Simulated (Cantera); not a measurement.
Cantera run:

```python
import numpy as np
import cantera as ct

gas_names = """
    Br Br2 Mg MgBr MgBr2 MgO Mg2 O O2 O3
""".split()
cond_names = """
    Br2(cr) Br2(L) Mg(cr) Mg(L) MgBr2(s) MgBr2(L) MgO(s) MgO(L)
""".split()


def load(file, names, dense=False):
    # The tables refer to 1 bar. Condensed volumes are neglected.
    table = {s.name: s for s in ct.Species.list_from_file(file)}
    out = []
    for n in names:
        d = dict(table[n].input_data)
        d["thermo"] = dict(d["thermo"], **{"reference-pressure": 1e5})
        if dense:
            d["equation-of-state"] = {"model": "constant-volume", "density": "1e6 g/cm^3"}
        out.append(ct.Species.from_dict(d))
    return out


gas = ct.Solution(thermo="ideal-gas", species=load("nasa_gas.yaml", gas_names))
cond = {s.name: ct.Solution(thermo="fixed-stoichiometry", species=[s], name=s.name)
        for s in load("nasa_condensed.yaml", cond_names, dense=True)}
atoms = {
    'MgO': {'Mg': 1, 'O': 1},
    'Br2': {'Br': 2},
}
top_T = {}  # K; cautious upper limits of use, not melting points


def equilibrate(T, P, feed):
    n = {}
    for name, mol in feed.items():
        for a, k in atoms[name].items():
            n[a] = n.get(a, 0.0) + k * mol
    gas.TPX = T, P, n
    mass = sum(n.values()) * gas.mean_molecular_weight
    gas.equilibrate("TP")
    valid = [c for c in cond.values() if c.min_temp <= T <= top_T.get(c.name, c.max_temp)]
    mix = ct.Mixture([(gas, mass / gas.mean_molecular_weight)] + [(c, 0.0) for c in valid])
    mix.T, mix.P = T, P
    mix.equilibrate("TP", solver="vcs", rtol=1e-11, max_steps=5000)
    return mix


results = []
feed = {'MgO': 1, 'Br2': 1.1}  # mol
T = 850  # K
P = 90000  # Pa
mix = equilibrate(T, P, feed)
results.append((T, P, feed, dict(zip(mix.species_names, mix.species_moles))))
x = sorted(zip(gas.X, gas.species_names), reverse=True)
print(f"T = {T:g} K  P = {P:g} Pa  gas = {mix.phase_moles(0):.4g} mol")
print("   x: " + "  ".join(f"{s} {v:.3e}" for v, s in x if v > 0.0001))
print("   condensed (mol): " + ("  ".join(f"{mix.phase(i).name} {mix.phase_moles(i):.4g}"
      for i in range(1, mix.n_phases) if mix.phase_moles(i) > 1e-12) or "none"))
```

Result:

```
T = 850 K  P = 90000 Pa  gas = 1.1 mol
   x: Br2 9.992e-01  Br 7.574e-04
   condensed (mol): MgO(s) 1
```

Equilibrium computed with Cantera from the NASA thermochemical tables; the gas is ideal and each condensed phase is pure.
